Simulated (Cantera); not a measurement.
Input: 1 mol C6H6, 1.2 mol H2O, 7.6 mol N2, held at 2677 °C and 1330 Pa.

Cantera equilibrium calculation (NASA polynomials, part measured and part estimated; ideal gas, pure solids and liquids). Candidate condensed phases: C, C6H6, C7H8, C8H18, H2O; 136 gas species. Equilibrium is a limit: real reactors are often held back by kinetics, nucleation or transport.

Base state: N2 0.448, H 0.322, H2 0.0759, CO 0.0750, HCN 0.0338, CN 0.0141, C3 0.0136, HNC 0.00612 (mole fractions); condensed: C(graphite).

Question: What changes in the equilibrium state with this change: H2O from 1.2 to 5.9 mol?

Answer: 
```csv
species,before,after
H,0.322,0.400
N2,0.448,0.270
CO,0.0750,0.211
C3,0.0136,4.06e-6
CN,0.0141,0.000732
HCN,0.0338,0.00217
H2,0.0759,0.117
C5,0.000213,<1e-9
C4,3.98e-5,<1e-9
C4H2,9.12e-5,2.80e-9
"C(graphite), mol",2.94,0
```

Question: What changes in the equilibrium state with this change: temperature from 2677 °C to 1275 °C?

Answer: 
```csv
species,before,after
N2,0.448,0.584
H2,0.0759,0.323
CO,0.0750,0.0923
H,0.322,0.000152
C3,0.0136,<1e-9
CN,0.0141,1.79e-9
HCN,0.0338,0.000638
C2H,0.00276,<1e-9
C,0.00234,<1e-9
C2,0.00137,<1e-9
C5,0.000213,<1e-9
C4H2,9.12e-5,<1e-9
"C(graphite), mol",2.94,4.79
```
